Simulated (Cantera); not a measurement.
A closed system holds: 1 mol Ti, 0.46 mol O₂, 20 mol H₂, held at 1923 K and 78.0 Pa.

Equilibrium computed with Cantera from the NASA thermochemical tables; the gas is ideal and each condensed phase is pure. Candidate condensed phases: H₂O, Ti, TiO, TiO₂, Ti₂O₃, Ti₃O₅, Ti₄O₇; 12 gas species. TiO: taken at fixed stoichiometry. Equilibrium is a limit: real reactors are often held back by kinetics, nucleation or transport.

Base state: H₂ 0.963, H 0.0331, Ti 0.00392, TiO 0.000239 (mole fractions); condensed: TiO(s).

### Question
What changes in the equilibrium state with this change: pressure from 78.0 Pa to 10.0 mbar?

### Answer
| species | before | after |
|---|---|---|
| H₂ | 0.963 | 0.990 |
| H | 0.0331 | 0.00937 |
| Ti | 0.00392 | 0.000342 |
| TiO | 0.000239 | 1.86e-5 |
| TiO(s), mol | 0.915 | 0.920 |
| Ti(β), mol | 0 | 0.0731 |
Mutual solubility and eutectic melting of coexisting phases are not modelled. Condensed phases not in the tables: N, O or C dissolved in the metal.

### Question
What changes in the equilibrium state with this change: temperature from 1923 K to 1148 K?

### Answer
```tsv
species	before	after
H₂	0.963	1.000
H	0.0331	2.57e-6
Ti	0.00392	<1e-9
TiO	0.000239	<1e-9
TiO(s), mol	0.915	0.920
Ti(α), mol	0	0.0800
```
Mutual solubility and eutectic melting of coexisting phases are not modelled. Condensed phases not in the tables: N, O or C dissolved in the metal.

### Question
What changes in the equilibrium state with this change: Ti replaced by TiCl₄?

### Answer
| species | before | after |
|---|---|---|
| H₂ | 0.963 | 0.799 |
| HCl | 0 | 0.159 |
| H | 0.0331 | 0.0301 |
| TiCl₂ | 0 | 0.00550 |
| Cl | 0 | 0.00451 |
| TiCl₃ | 0 | 0.00125 |
| TiCl | 0 | 0.000351 |
| TiOCl₂ | 0 | 3.63e-5 |
| TiOCl | 0 | 1.81e-5 |
| TiO(s), mol | 0.915 | 0.683 |
| Ti₂O₃(s), mol | 0 | 0.0757 |
Mutual solubility and eutectic melting of coexisting phases are not modelled. The tables' values for TiCl₂, TiOCl are old estimates; treat these amounts as uncertain. Further candidate phases: TiCl₂, TiCl₃, TiCl₄.
